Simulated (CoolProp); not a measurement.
Properties of nitrogen along the isobar 4.41 MPa.

The numbers come from the reference Helmholtz-energy equation of state, Span 2000 in CoolProp.

```tsv
T (K)	phase	Z	cv (kJ/(kg K))	expansivity (1/kK)	Prandtl number
100.2	liquid	0.2093	0.9875	7.626	1.68
106.8	liquid	0.2074	0.9670	9.107	1.67
113.3	liquid	0.2089	0.9536	11.56	1.73
119.9	liquid	0.2162	0.9520	16.67	1.94
126.5	supercritical	0.2386	0.9842	33.91	2.60
133.1	supercritical	0.3984	1.108	123.5	4.12
139.7	supercritical	0.5828	0.9446	37.27	1.73
146.2	supercritical	0.6716	0.8832	22.98	1.32
152.8	supercritical	0.7318	0.8497	17.09	1.14
159.4	supercritical	0.7762	0.8283	13.86	1.04
166	supercritical	0.8108	0.8132	11.78	0.976
172.6	supercritical	0.8386	0.8019	10.32	0.931
179.1	supercritical	0.8611	0.7935	9.250	0.898
185.7	supercritical	0.8802	0.7867	8.401	0.872
192.3	supercritical	0.8964	0.7812	7.719	0.852
```

Viscosity comes from a separate model (Lemmon 2004). Thermal conductivity comes from a separate model (Lemmon 2004).
